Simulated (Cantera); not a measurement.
A closed system holds: 1 mol Ti(OiPr)4, 0.51 mol NH3, held at 1400 K and 10.0 Torr.

These are equilibrium values from Cantera (NASA tables, ideal gas, pure condensed phases), not measurements of a reactor. Candidate condensed phases: C, C6H6, C7H8, C8H18, H2O, Ti, TiC, TiN, TiO, TiO2, Ti2O3, Ti3O5, Ti4O7; 139 gas species. The feed counts by its element totals alone. TiC: taken at fixed stoichiometry. Rates play no part.

Q: What is the equilibrium state?

A: 
| Quantity | Value |
|---|---|
| x(H2) | 0.776 |
| x(CO) | 0.210 |
| x(N2) | 0.0134 |
| x(HCN) | 5.06e-5 |
| x(H) | 3.71e-5 |
| x(CH4) | 3.47e-5 |
| x(H2O) | 8.11e-6 |
| x(C2H2 (acetylene)) | 1.96e-6 |
| x(CO2) | 1.01e-6 |
| n(C(graphite)) | 7.00 mol |
| n(TiC(s)) | 1.00 mol |
| gas amount | 19.02 mol |
| log10 activity of Ti2O3(s) (absent) | -3.99 |
| log10 activity of Ti(β) (absent) | -6.24 |
| log10 activity of Ti3O5(s) (absent) | -6.60 |
